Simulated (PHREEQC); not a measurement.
Make-up at 55 °C: 0.13 mol ZnCl2, 0.0083 mol KCl and 4.1e-05 mol MnSO4 per kg of water. Closed to the air; pH follows from the charge balance.

Equilibrium calculation in PHREEQC: ion-association model, phreeqc.dat.

Precipitation was switched off in this run.

### Question
Estimate the pH.

### Answer
pH 4.79.

### Question
In which forms is Cl present?

### Answer
Cl- 80 %, ZnCl+ 15 %, ZnCl2 3.1 %, ZnCl3- 1.4 % of the Cl.

At this temperature some constants are extrapolated from 25 °C, and those without enthalpy data are left unchanged.
